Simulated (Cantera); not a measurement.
A Cantera script and its output.

```python
import numpy as np
import cantera as ct

gas = ct.Solution("h2o2.yaml")
gas.TPX = 1250, 970, {'H2': 0.011, 'O2': 1}
reactor = ct.IdealGasConstPressureReactor(gas, energy="off", clone=False)
net = ct.ReactorNet([reactor])
net.rtol, net.atol = 1e-08, 1e-18
show = ['H2', 'O2', 'H', 'OH', 'O']
times = np.geomspace(0.0001, 3, 11)

steps = ct.SolutionArray(gas, extra=["t"])
rows = []
print(f"{'t/s':>10s}{'T/K':>9s}{'P/Pa':>11s}" + "".join(f"{s:>11s}" for s in show))
for t in times:
    while net.time < t:
        t_next = net.step()
        steps.append(gas.state, t=t_next)
    rows.append([np.interp(t, steps.t, y) for y in (steps.T, steps.P, *steps(*show).X.T)])
    print(f"{t:10.3e}{rows[-1][0]:9.1f}{rows[-1][1]:11.4g}" + "".join(f"{x:11.3e}" for x in rows[-1][2:]))
rate = np.gradient(steps.T, steps.t)
print("integrator steps:", len(steps.t))
if steps.T.max() > steps.T[0] + 200:
    print(f"time of steepest temperature rise: {steps.t[rate.argmax()]:.4e} s")
gas.TPX = 1250, 970, {'H2': 0.011, 'O2': 1}
gas.equilibrate("TP")
print(f"equilibrium (TP): T = {gas.T:.1f} K  " + "  ".join(f"{s} {gas[s].X[0]:.3e}" for s in show))
```

Output:

```
       t/s      T/K       P/Pa         H2         O2          H         OH          O
 1.000e-04   1250.0        970  1.088e-02  9.891e-01  8.128e-10  1.028e-09  1.072e-09
 2.804e-04   1250.0        970  1.088e-02  9.891e-01  1.382e-09  4.424e-09  4.958e-09
 7.860e-04   1250.0        970  1.088e-02  9.891e-01  3.976e-09  2.130e-08  2.686e-08
 2.204e-03   1250.0        970  1.088e-02  9.891e-01  4.987e-08  3.166e-07  4.298e-07
 6.178e-03   1250.0        970  1.030e-02  9.886e-01  4.441e-05  2.676e-04  3.773e-04
 1.732e-02   1250.0        970  5.378e-05  9.791e-01  4.627e-04  1.011e-03  9.276e-03
 4.856e-02   1250.0        970  4.525e-05  9.798e-01  4.035e-04  9.535e-04  8.592e-03
 1.361e-01   1250.0        970  3.704e-05  9.816e-01  2.958e-04  8.634e-04  6.969e-03
 3.817e-01   1250.0        970  2.285e-05  9.844e-01  1.409e-04  6.792e-04  4.233e-03
 1.070e+00   1250.0        970  8.734e-06  9.872e-01  3.279e-05  4.208e-04  1.594e-03
 3.000e+00   1250.0        970  2.047e-06  9.886e-01  3.693e-06  2.042e-04  3.704e-04
integrator steps: 994
equilibrium (TP): T = 1250.0 K  H2 3.877e-09  O2 9.891e-01  H 3.076e-10  OH 8.950e-06  O 7.035e-07
```

Detailed kinetics in Cantera: the H2/O2 subset of GRI-Mech 3.0, which has no nitrogen chemistry. Radical loss at walls, strong at low pressure, is not modelled.
